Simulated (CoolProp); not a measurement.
Model: reference Helmholtz-energy equation of state, Thol 2015, in CoolProp.

### Question
Give the vapour pressure (MPa), liquid density (kg/m³), vapour density (kg/m³), enthalpy of vaporisation (kJ/kg) of saturated 1,2-dichloroethane at 357.8, 388.9, 420 K.

### Answer
```csv
T (K),p (MPa),liquid density (kg/m³),vapour density (kg/m³),enthalpy of vaporisation (kJ/kg)
357.8,0.105,1150,3.60,324
388.9,0.253,1100,8.22,305
420,0.526,1050,16.5,284
```
